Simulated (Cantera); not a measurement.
A perfectly stirred reactor is fed with N₂O : H₂O = 1 : 0.033 (molar parts), at 0.00630 bar; it is held at 1598 K, and followed from long to short residence time.

Cantera simulation using GRI-Mech 3.0 (53 species, 325 reactions); the numbers are that mechanism's predictions, not measurements. GRI-Mech 3.0 was tuned for natural gas; its chemistry of N2O as a main component is partial and can be far from experiment. Radical loss at walls, strong at low pressure, is not modelled. The temperature is held fixed by assumption; the heat of reaction is taken as removed at once.

**Question.** What does this change do: pressure from 0.00630 bar to 0.410 bar?

**Answer.** 
| quantity | before | after |
|---|---|---|
| x(N₂O) at τ = 0.530 s | 0.491 | 0.0211 |
| x(H₂O) at τ = 0.530 s | 0.0266 | 0.0216 |
| x(NO) at τ = 0.530 s | 0.0793 | 0.0962 |
| x(O₂) at τ = 0.530 s | 0.120 | 0.271 |
| x(N₂) at τ = 0.530 s | 0.281 | 0.590 |
| x(N₂O) at τ = 11.0 ms | 0.949 | 0.431 |
| x(H₂O) at τ = 11.0 ms | 0.0316 | 0.0260 |
| x(NO) at τ = 11.0 ms | 0.00335 | 0.0868 |
| x(O₂) at τ = 11.0 ms | 0.00454 | 0.137 |
| x(N₂) at τ = 11.0 ms | 0.0112 | 0.318 |
